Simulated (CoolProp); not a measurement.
Aqueous ethanol as a coolant, 27 % by mass, freezing at -17.3 °C, 1 atm.

Computed with CoolProp (Melinder's fits for secondary coolants).

| T (°C) | density (kg/m³) | cp (kJ/(kg K)) | viscosity (mPa s) | conductivity (W/(m K)) |
|---|---|---|---|---|
| -13.5 | 973.4 | 4.203 | 14.9 | 0.403 |
| -7.5 | 971.5 | (withheld) | 9.93 | 0.407 |
| -1.5 | (withheld) | 4.234 | 6.93 | 0.411 |
| 4.4 | 966.7 | 4.244 | 5.05 | (withheld) |
| 10.4 | 963.9 | 4.252 | (withheld) | 0.420 |
| 16.4 | 960.8 | 4.258 | 2.93 | 0.424 |
| 22.3 | 957.6 | 4.264 | (withheld) | 0.428 |
| 28.3 | (withheld) | 4.270 | 1.89 | 0.433 |
| 34.3 | (withheld) | 4.279 | 1.56 | (withheld) |

Problem. Some entries are withheld; supply them.

Solution. 
- -7.5, cp (kJ/(kg K)): 4.221
- -1.5, density (kg/m³): 969.2
- 4.4, conductivity (W/(m K)): 0.415
- 10.4, viscosity (mPa s): 3.78
- 22.3, viscosity (mPa s): 2.33
- 28.3, density (kg/m³): 954.0
- 34.3, density (kg/m³): 950.3
- 34.3, conductivity (W/(m K)): 0.437
